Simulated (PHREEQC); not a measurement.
A solution holds 100 mmol/kgw HF, 11 mmol/kgw H2SiF6 and 0.49 mmol/kgw H2SO4, at 25 °C. Closed to the air; pH follows from the charge balance.

Equilibrium calculation in PHREEQC: ion-association model, wateq4f.dat.

```
Quantity                  Result
----------------  --------------
pH                          1.65
ionic strength    0.0371 mol/kgw
total alkalinity     -167 meq/kg
```

```csv
species,molality,activity,log γ
HF,0.0702,0.0708,0.004
H+,0.0259,0.0224,-0.063
H2F2,0.0129,0.0131,0.004
SiF6-2,0.0110,0.00553,-0.299
F-,0.00253,0.00210,-0.080
HF2-,0.000688,0.000571,-0.080
HSO4-,0.000277,0.000233,-0.076
SO4-2,0.000213,0.000107,-0.300
```

Precipitation was switched off in this run. Complexes and solids missing from the database can't appear. wateq4f.dat counts part of the HF as a dimer, H2F2, which phreeqc.dat doesn't know; its constant is uncertain. SiF6-2 is the database's only silicon fluoride.
